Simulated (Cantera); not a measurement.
Input: 1 mol Si, 3.4 mol NF₃, 2.2 mol SF₆, held at 402 °C.

Method: chemical equilibrium by Gibbs-energy minimisation in Cantera with the NASA 1993 tables (ideal gas, pure condensed phases). Candidate condensed phases: S, Si, Si₃N₄; 29 gas species. Rates play no part.

Task: At 27.0 Pa, list the 6 most abundant gas species with their mole fractions, and the condensed phases.

Result: F₂ 0.345, SF₆ 0.276, N₂ 0.204, SiF₄ 0.125, F 0.0307, NF₃ 0.0192. Condensed: gas only.
